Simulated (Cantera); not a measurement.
An isothermal, constant-pressure homogeneous reactor starts with N₂O : H₂ : N₂ = 1 : 0.021 : 2 (molar parts), at 1523 K and 1.00 bar. Integrator tolerance rtol = 1e-08.

Model: GRI-Mech 3.0 (53 species, 325 reactions), integrated in Cantera. GRI-Mech 3.0 was tuned for natural gas; its chemistry of N2O as a main component is partial and can be far from experiment. The temperature is held fixed by assumption; the heat of reaction is taken as removed at once.

### Question
What does this change do: temperature 1523 to 1125 K?

### Answer
```csv
quantity,before,after
x(N₂O) at 100 s,7.47e-7 (gas-phase equilibrium 7.37e-8),0.000145 (gas-phase equilibrium 6.95e-9)
x(H₂) at 100 s,4.52e-8 (gas-phase equilibrium 4.13e-8),4.48e-11 (gas-phase equilibrium 3.89e-11)
x(O) at 100 s,1.90e-6 (gas-phase equilibrium 2.07e-6),2.19e-9 (gas-phase equilibrium 1.73e-9)
x(NO) at 100 s,0.0457 (gas-phase equilibrium 0.00116),0.0134 (gas-phase equilibrium 9.06e-5)
x(O₂) at 100 s,0.116 (gas-phase equilibrium 0.139),0.132 (gas-phase equilibrium 0.139)
x(HO₂) at 100 s,3.59e-8 (gas-phase equilibrium 4.09e-8),1.01e-9 (gas-phase equilibrium 9.91e-10)
```
The mechanism lacks the step 2 NO + O2 → 2 NO2, which can matter for NO2 below about 1400 K.

### Question
What does this change do: pressure from 1.00 bar to 100.0 Torr?

### Answer
```json
[
 {"quantity": "x(N₂O) at 100 s", "before": "7.47e-7 (gas-phase equilibrium 7.37e-8)", "after": "1.01e-6 (gas-phase equilibrium 2.69e-8)"},
 {"quantity": "x(H₂) at 100 s", "before": "4.52e-8 (gas-phase equilibrium 4.13e-8)", "after": "1.27e-7 (gas-phase equilibrium 1.13e-7)"},
 {"quantity": "x(O) at 100 s", "before": "1.90e-6 (gas-phase equilibrium 2.07e-6)", "after": "5.07e-6 (gas-phase equilibrium 5.67e-6)"},
 {"quantity": "x(NO) at 100 s", "before": "0.0457 (gas-phase equilibrium 0.00116)", "after": "0.0575 (gas-phase equilibrium 0.00116)"},
 {"quantity": "x(O₂) at 100 s", "before": "0.116 (gas-phase equilibrium 0.139)", "after": "0.111 (gas-phase equilibrium 0.139)"},
 {"quantity": "x(HO₂) at 100 s", "before": "3.59e-8 (gas-phase equilibrium 4.09e-8)", "after": "2.08e-8 (gas-phase equilibrium 2.47e-8)"}
]
```
